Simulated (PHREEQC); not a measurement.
Make-up at 35 °C: 0.25 mol TMAH, 0.0019 mol K2SiO3 and 0.0066 mol (CH3)4NCl per kg of water. Closed to the air; pH follows from the charge balance.

The numbers come from PHREEQC with the ion-association model, phreeqc.dat.

**Question.** The ionic strength comes out as 0.262 mol/kgw. What activity coefficients do H3SiO4-, K+, OH-, Cl-, H2SiO4-2 get?

**Answer.** H3SiO4- 0.69, K+ 0.69, OH- 0.68, Cl- 0.69, H2SiO4-2 0.28.

Precipitation was switched off in this run. (CH3)4N+ isn't in the database: it is added as a free cation with an ion size of 4 Å.
